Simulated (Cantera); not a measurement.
Feed: 1 mol SiCl₄, 0.97 mol NH₃, 4.4 mol H₂, equilibrated at 1.60 mbar.

Equilibrium computed with Cantera from the NASA thermochemical tables; the gas is ideal and each condensed phase is pure. Candidate condensed phases: NH₄Cl, Si, Si₃N₄; 28 gas species. The tables' values for SiCl₃ are old estimates; treat these amounts as uncertain. Rates play no part.

At 952 °C, list the 4 most abundant gas species with their mole fractions, and the condensed phases.

H₂ 0.575, HCl 0.369, SiCl₄ 0.0236, SiCl₂ 0.0161. Condensed: Si₃N₄(s).
